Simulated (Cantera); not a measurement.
A closed system holds: 1 mol CH2F2, 1.2 mol H2, at 1198 K and 750 Torr.

These are equilibrium values from Cantera (NASA tables, ideal gas, pure condensed phases), not measurements of a reactor. Candidate condensed phases: C, C6H6, C7H8, C8H18; 95 gas species. The numbers say what is thermodynamically allowed, not how fast it happens.

Base state: HF 0.626, H2 0.371, CH4 0.00221 (mole fractions); condensed: C(graphite).

Q: What changes in the equilibrium state with this change: temperature from 1198 K to 2950 K?

A: 
```
species            before     after
----------------  -------  --------
HF                  0.626     0.600
H2                  0.371     0.306
H                 1.16e-7    0.0748
C2H2 (acetylene)  3.67e-8    0.0164
F                   <1e-9  0.000827
C2H                 <1e-9  0.000641
C4H2                <1e-9  0.000368
C(graphite), mol    0.993     0.878
```

Q: What changes in the equilibrium state with this change: H2 from 1.2 to 0.35 mol?

A: 
| species | before | after |
|---|---|---|
| HF | 0.626 | 0.851 |
| H2 | 0.371 | 0.148 |
| CH4 | 0.00221 | 0.000353 |
| H2F2 | 8.75e-6 | 1.62e-5 |
| C(graphite), mol | 0.993 | 0.999 |
